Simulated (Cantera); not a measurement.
A freely propagating, adiabatic, planar premixed flame of CH4 : O2 : N2 = 1 : 1.43 : 5.37 (molar parts), equivalence ratio 1.4, unburnt at 300 K and 1130 Torr; mixture-averaged transport, grid criteria slope 0.08 and curve 0.16, no radiation.

Model: GRI-Mech 3.0 (53 species, 325 reactions), integrated in Cantera. Burning velocities carry a grid error of a few per cent, more on coarse grids.

```tsv
quantity	before	after
laminar burning velocity	11.7 cm/s	33.5 cm/s
thermal thickness	0.809 mm	0.324 mm
peak x(C2H4)	0.00194	0.000703
peak x(H2)	0.0637	0.0245
peak x(H)	0.00122	0.00634
```

Task: Name the change that produced these shifts.
A) inlet temperature 300 to 723 K
B) CH4 1 to 1.3 parts
C) CH4 1 to 0.79 parts
D) O2 1.43 to 1.1 parts

Result: C, CH4 1 to 0.79 parts
